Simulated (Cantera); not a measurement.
Input: 1 mol MgO, 2.7 mol CO, equilibrated at 1 atm.

Method: chemical equilibrium by Gibbs-energy minimisation in Cantera with the NASA 1993 tables (ideal gas, pure condensed phases). Candidate condensed phases: C, Mg, MgCO3, MgO; 15 gas species. Equilibrium is a limit: real reactors are often held back by kinetics, nucleation or transport.

**Question.** Which condensed phases are stable at each of these points (T (K)): 1173, 1373, 1573, 1773, 1973, 2173, 2373, 2573?

**Answer.** 
```tsv
T (K)	condensed phases	Mg condensed (%)
1173	C(graphite) + MgO(s)	100.0
1373	C(graphite) + MgO(s)	100.0
1573	C(graphite) + MgO(s)	100.0
1773	MgO(s)	99.9
1973	MgO(s)	99.6
2173	MgO(s)	98.6
2373	MgO(s)	96.0
2573	MgO(s)	90.3
```

From 1173 K to 1573 K the condensed part is C(graphite) + MgO(s). From 1773 K to 2573 K the condensed part is MgO(s).
